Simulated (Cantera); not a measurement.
A closed system holds: 1 mol SiCl4, 0.078 mol Cl2, 37 mol N2, at 1277 °C and 0.130 bar.

Method: chemical equilibrium by Gibbs-energy minimisation in Cantera with the NASA 1993 tables (ideal gas, pure condensed phases). Candidate condensed phases: Si, Si3N4; 13 gas species. The tables' values for SiCl3 are old estimates; treat these amounts as uncertain. Kinetics and transport are ignored.

Base state: N2 0.970, SiCl4 0.0259, Cl 0.00379, Cl2 0.000285, SiCl3 0.000260 (mole fractions); condensed: gas only.

Problem. What changes in the equilibrium state with this change: 0.26 mol NH3 added?

Solution. 
```tsv
species	before	after
N2	0.970	0.954
HCl	0	0.0197
SiCl4	0.0259	0.0151
H2	0	0.000162
SiHCl3	0	1.53e-5
Cl2	0.000285	2.31e-7
```
Further candidate phases: NH4Cl.
